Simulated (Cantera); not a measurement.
Cantera run, input and output.

```python
import numpy as np
import cantera as ct

gas = ct.Solution("gri30.yaml")
gas.TPX = 1823, 21000, {'C2H6': 1, 'H2': 1.3}
inlet = ct.Reservoir(gas, clone=True)

reactor = ct.IdealGasConstPressureReactor(gas, energy="off", clone=False)
exhaust = ct.Reservoir(gas, clone=True)
tau = [0.52, 0.23, 0.1, 0.045, 0.02, 0.0088, 0.0039, 0.0017, 0.00076][0]
for a, b in ((inlet, reactor), (reactor, exhaust)):
    ct.MassFlowController(a, b, mdot=lambda t: reactor.mass / tau)
net = ct.ReactorNet([reactor])
show = ['C2H6', 'H2', 'C2H4', 'CH3', 'CH2']

rows = []
print(f"{'tau/s':>10s}{'T/K':>9s}" + "".join(f"{s:>11s}" for s in show))
for tau in [0.52, 0.23, 0.1, 0.045, 0.02, 0.0088, 0.0039, 0.0017, 0.00076]:
    net.initial_time = 0.0
    net.advance(30 * tau)
    before = gas.X
    net.advance(40 * tau)
    drift = np.max(np.abs(gas.X - before) / (gas.X + 1e-9))
    rows.append([gas.T, *gas[show].X, drift])
    print(f"{tau:10.3e}{gas.T:9.1f}" + "".join(f"{x:11.3e}" for x in gas[show].X))
```

Result:

```
     tau/s      T/K       C2H6         H2       C2H4        CH3        CH2
 5.200e-01   1823.0  1.408e-05  7.506e-01  8.029e-04  5.093e-04  6.157e-07
 2.300e-01   1823.0  3.074e-05  7.443e-01  9.005e-04  7.517e-04  9.116e-07
 1.000e-01   1823.0  6.759e-05  7.358e-01  1.118e-03  1.118e-03  1.367e-06
 4.500e-02   1823.0  1.423e-04  7.255e-01  1.547e-03  1.630e-03  2.016e-06
 2.000e-02   1823.0  3.000e-04  7.126e-01  2.404e-03  2.385e-03  2.981e-06
 8.800e-03   1823.0  6.326e-04  6.968e-01  4.073e-03  3.491e-03  4.396e-06
 3.900e-03   1823.0  1.317e-03  6.778e-01  7.161e-03  5.067e-03  6.390e-06
 1.700e-03   1823.0  2.773e-03  6.550e-01  1.285e-02  7.363e-03  9.252e-06
 7.600e-04   1823.0  5.692e-03  6.297e-01  2.227e-02  1.050e-02  1.312e-05
```

Detailed kinetics in Cantera: GRI-Mech 3.0 (53 species, 325 reactions). GRI-Mech 3.0 stops at C3 and has no aromatics, soot or wall deposition, so with more carbon than oxygen in the feed, carbon stays in small species such as C2H2 where larger ones or solid carbon would form.
